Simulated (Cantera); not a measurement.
A closed system holds: 1 mol TiO2, 1.9 mol CH4, 0.93 mol H2.

Method: chemical equilibrium by Gibbs-energy minimisation in Cantera with the NASA 1993 tables (ideal gas, pure condensed phases). Candidate condensed phases: C, C6H6, C7H8, C8H18, H2O, Ti, TiC, TiO, TiO2, Ti2O3, Ti3O5, Ti4O7; 113 gas species. Mutual solubility and eutectic melting of coexisting phases are not modelled. TiC, TiO: taken at fixed stoichiometry. Condensed phases not in the tables: solid solutions among these carbides, nitrides and lower oxides. The numbers say what is thermodynamically allowed, not how fast it happens.

### Question
What condenses at these points (T in K, P in Pa): (2073, 280000); (2123, 280000); (2523, 460); (2523, 1700); (2173, 36); (2473, 130); (2073, 77000)?

### Answer
```json
[
 {"T (K)": "2073", "P in Pa": "280000", "condensed phases": "TiC + Ti2O3", "Ti condensed (%)": "100.0"},
 {"T (K)": "2123", "P in Pa": "280000", "condensed phases": "TiC + Ti2O3", "Ti condensed (%)": "100.0"},
 {"T (K)": "2523", "P in Pa": "460", "condensed phases": "gas only", "Ti condensed (%)": "0.0"},
 {"T (K)": "2523", "P in Pa": "1700", "condensed phases": "TiC + TiO", "Ti condensed (%)": "19.2"},
 {"T (K)": "2173", "P in Pa": "36", "condensed phases": "TiC", "Ti condensed (%)": "6.4"},
 {"T (K)": "2473", "P in Pa": "130", "condensed phases": "gas only", "Ti condensed (%)": "0.0"},
 {"T (K)": "2073", "P in Pa": "77000", "condensed phases": "TiC + Ti2O3", "Ti condensed (%)": "100.0"}
]
```
